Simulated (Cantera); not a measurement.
Cantera run, input and output.

```python
import numpy as np
import cantera as ct

gas = ct.Solution("gri30.yaml", transport_model="multicomponent")
show = ['H2', 'CO2', 'CH3']

rows = []
print(f"{'T/K':>7s}{'rho':>11s}{'cp':>10s}{'mu':>11s}{'lambda':>11s}{'Pr':>7s}" + "".join(f"{'D_' + s:>11s}" for s in show))
for T in [400, 500, 600, 700, 800, 900, 1000]:
    gas.TPX = T, 500000, {'CO2': 0.34, 'NO': 0.2, 'O2': 0.27}
    Pr = gas.cp_mass * gas.viscosity / gas.thermal_conductivity
    D = [gas.mix_diff_coeffs_mole[gas.species_index(s)] for s in show]
    rows.append([gas.density, gas.cp_mass, gas.viscosity, gas.thermal_conductivity, Pr, *D])
    print(f"{T:7g}{gas.density:11.4e}{gas.cp_mass:10.1f}{gas.viscosity:11.4e}"
          f"{gas.thermal_conductivity:11.4e}{Pr:7.3f}" + "".join(f"{d:11.4e}" for d in D))
print("SI units: kg/m3, J/kg/K, Pa s, W/m/K, m2/s")
```

Result:

```
    T/K        rho        cp         mu     lambda     Pr       D_H2      D_CO2      D_CH3
    400 5.4946e+00     951.2 2.2178e-05 2.9594e-02  0.713 2.4358e-05 5.3232e-06 6.8272e-06
    500 4.3957e+00    1002.0 2.6436e-05 3.6966e-02  0.717 3.5562e-05 7.9166e-06 1.0139e-05
    600 3.6631e+00    1047.5 3.0322e-05 4.4183e-02  0.719 4.8333e-05 1.0887e-05 1.3932e-05
    700 3.1398e+00    1086.8 3.3925e-05 5.1182e-02  0.720 6.2569e-05 1.4208e-05 1.8170e-05
    800 2.7473e+00    1119.9 3.7304e-05 5.7915e-02  0.721 7.8194e-05 1.7857e-05 2.2828e-05
    900 2.4421e+00    1147.6 4.0501e-05 6.4373e-02  0.722 9.5143e-05 2.1818e-05 2.7884e-05
   1000 2.1978e+00    1171.7 4.3547e-05 7.0620e-02  0.722 1.1336e-04 2.6077e-05 3.3320e-05
SI units: kg/m3, J/kg/K, Pa s, W/m/K, m2/s
```

Model: GRI-Mech 3.0 (53 species, 325 reactions), integrated in Cantera.
